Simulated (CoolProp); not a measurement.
Saturated liquid density (kg/m³) of R1234yf: the reference equation beside estimates from Tc = 94.7 °C, pc = 3384 kPa, ω = 0.276. Rackett uses Z = 0.29056 − 0.08775 ω.

Model: reference Helmholtz-energy equation of state, Lemmon 2022, in CoolProp.

```
T (°C)  reference  Rackett  van der Waals  Peng-Robinson
------  ---------  -------  -------------  -------------
-34.95       1278     1265          751.7           1291
-30.85       1267     1254          745.3           1280
-26.65       1255     1242          738.5           1268
-22.45       1243     1230          731.7           1256
-18.35       1232     1218          724.9           1243
-14.15       1219     1206          717.7           1230
-9.95        1207     1193          710.4           1216
-5.85        1194     1181          703.1           1203
-1.65        1181     1168          695.5           1188
2.55         1168     1155          687.6           1173
6.65         1155     1142          679.8           1158
10.85        1141     1128          671.6           1142
15.05        1127     1114          663.1           1125
```

Absolute difference from the reference over all 13 rows, mean and median: Rackett 1.1 and 1.1 %, van der Waals 41.1 and 41.1 %, Peng-Robinson 0.7 and 0.8 %.
